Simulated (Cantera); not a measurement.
An isothermal, constant-pressure homogeneous reactor starts with CH₄ : CO₂ : H₂ = 1 : 2.3 : 0.17 (molar parts), at 1475 K and 10.0 bar.

Cantera simulation using GRI-Mech 3.0 (53 species, 325 reactions); the numbers are that mechanism's predictions, not measurements.

x: mole fraction; the columns are a selection and need not sum to one.

```tsv
t (s)	x CH₄	x CO₂	x H₂	x C₂H	x H₂O	x CH₂CO	x O
3.00e-5	0.288	0.663	0.0490	<1e-12	3.74e-6	<1e-12	<1e-12
0.000102	0.288	0.663	0.0490	<1e-12	2.42e-5	8.43e-12	<1e-12
0.000344	0.288	0.663	0.0490	<1e-12	0.000104	1.54e-10	<1e-12
0.00116	0.287	0.662	0.0492	<1e-12	?	?	<1e-12
0.00393	0.285	0.660	0.0498	1.44e-12	?	?	<1e-12
0.0133	0.276	0.652	0.0533	2.38e-11	0.00674	2.16e-7	<1e-12
0.0451	0.249	0.620	0.0641	1.55e-10	0.0253	1.48e-6	<1e-12
0.152	0.182	0.522	0.0722	5.22e-10	0.0900	9.58e-6	<1e-12
0.516	0.0857	0.354	0.0701	1.26e-9	0.198	4.01e-5	<1e-12
1.75	0.0666	0.276	0.0927	9.19e-10	0.203	2.90e-5	<1e-12
5.91	0.0663	0.216	0.129	2.85e-10	0.178	9.66e-6	<1e-12
20.0	0.0473	0.162	0.178	4.80e-11	0.159	2.69e-6	<1e-12
```

Task: Some entries are withheld; supply them.

Result: 
- 0.00116, x H₂O: 0.000421
- 0.00116, x CH₂CO: 2.30e-9
- 0.00393, x H₂O: 0.00174
- 0.00393, x CH₂CO: 2.84e-8
